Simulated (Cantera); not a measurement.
Charge: 1 mol Si2Cl6, 0.35 mol Cl2, 3.4 mol H2, equilibrated at 950 K and 0.0520 bar.

Cantera equilibrium calculation (NASA polynomials, part measured and part estimated; ideal gas, pure solids and liquids). Candidate condensed phases: Si; 19 gas species. The feed counts by its element totals alone. The tables' values for SiCl3 are old estimates; treat these amounts as uncertain. Rates play no part.

Base state: H2 0.641, SiCl4 0.288, SiHCl3 0.0501, HCl 0.0169, SiCl3 0.00243, SiH2Cl2 0.000884, SiCl2 0.000682 (mole fractions); condensed: Si(s).

### Question
What changes in the equilibrium state with this change: pressure from 0.0520 bar to 0.0140 bar?

### Answer
```json
[
 {"species": "H2", "before": "0.641", "after": "0.641"},
 {"species": "SiCl4", "before": "0.288", "after": "0.294"},
 {"species": "SiHCl3", "before": "0.0501", "after": "0.0366"},
 {"species": "HCl", "before": "0.0169", "after": "0.0236"},
 {"species": "SiCl2", "before": "0.000682", "after": "0.00133"},
 {"species": "SiH2Cl2", "before": "0.000884", "after": "0.000463"},
 {"species": "SiCl3", "before": "0.00243", "after": "0.00342"},
 {"species": "Si(s), mol", "before": "0.276", "after": "0.300"}
]
```
